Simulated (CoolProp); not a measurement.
Model: reference Helmholtz-energy equation of state, Lemmon 2013, in CoolProp.

**Question.** For propylene, give the phase and the density (kg/m³), Joule-Thomson coefficient (K/MPa) at 278.6 K and 8.36 bar; 168 K and 1.51 bar.

**Answer.** 
- 278.6 K and 8.36 bar: liquid; density 538, Joule-Thomson coefficient -0.143
- 168 K and 1.51 bar: liquid; density 678, Joule-Thomson coefficient -0.515
